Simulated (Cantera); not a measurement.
Charge: 1 mol Ti(OiPr)₄, 0.32 mol H₂O, at 9.00 Torr.

Equilibrium computed with Cantera from the NASA thermochemical tables; the gas is ideal and each condensed phase is pure. Candidate condensed phases: C, C₆H₆, C₇H₈, C₈H₁₈, H₂O, Ti, TiC, TiO, TiO₂, Ti₂O₃, Ti₃O₅, Ti₄O₇; 113 gas species. The feed counts by its element totals alone. TiC: taken at fixed stoichiometry. Kinetics and transport are ignored. All values below are at 1250 K.

Base state: H₂ 0.768, CO 0.232, CH₄ 7.78e-5, H₂O 3.22e-5 (mole fractions); condensed: C(graphite) + TiC(s).

**Question.** What changes in the equilibrium state with this change: pressure from 9.00 Torr to 100 Torr?

**Answer.** 
```tsv
species	before	after
H₂	0.768	0.842
CO	0.232	0.156
CH₄	7.78e-5	0.00104
H₂O	3.22e-5	0.000264
CO₂	6.20e-6	3.13e-5
C(graphite), mol	6.68	9.33
TiC(s), mol	1.00	0
Ti₃O₅(s), mol	0	0.333
```

**Question.** What changes in the equilibrium state with this change: H₂O from 0.32 to 22 mol?

**Answer.** 
```json
[
 {"species": "H₂", "before": "0.768", "after": "0.548"},
 {"species": "H₂O", "before": "3.22e-5", "after": "0.202"},
 {"species": "CO", "before": "0.232", "after": "0.202"},
 {"species": "CO₂", "before": "6.20e-6", "after": "0.0477"},
 {"species": "CH₄", "before": "7.78e-5", "after": "3.92e-9"},
 {"species": "C(graphite), mol", "before": "6.68", "after": "0"},
 {"species": "TiC(s), mol", "before": "1.00", "after": "0"},
 {"species": "TiO₂(rutile), mol", "before": "0", "after": "1.00"}
]
```
